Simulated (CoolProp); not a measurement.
Aqueous propylene glycol as a coolant, at 14 °C, 1 atm.

Values from CoolProp's Melinder's fits for secondary coolants.

| mass % | freezing point (°C) | viscosity (mPa s) | conductivity (W/(m K)) | cp (kJ/(kg K)) | Prandtl number |
|---|---|---|---|---|---|
| 3.9 | -0.9 | 1.37 | 0.568 | 4.140 | 9.98 |
| 9.8 | -2.8 | 1.69 | 0.537 | 4.072 | 12.9 |
| 15.6 | -5.1 | 2.10 | 0.507 | 4.012 | 16.6 |
| 21.4 | -7.9 | 2.63 | 0.479 | 3.949 | 21.6 |
| 27.3 | -11.1 | 3.35 | 0.452 | 3.877 | 28.7 |
| 33.1 | -14.9 | 4.27 | 0.426 | 3.796 | 38.1 |
| 38.9 | -19.6 | 5.46 | 0.401 | 3.706 | 50.5 |
| 44.8 | -25.5 | 6.97 | 0.377 | 3.603 | 66.6 |
